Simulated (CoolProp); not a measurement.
Ammonia at 298.15 K and 0.763 MPa is throttled through a valve to 0.211 MPa with no heat exchange. Each further row changes one setting.

The numbers come from the reference Helmholtz-energy equation of state, Gao 2020 in CoolProp.

```tsv
case	temperature change (K)	final density (kg/m³)
as stated	-16.6	1.58
outlet pressure 0.0633 MPa	-22.0	0.474
outlet pressure 0.274 MPa	-14.5	2.05
```
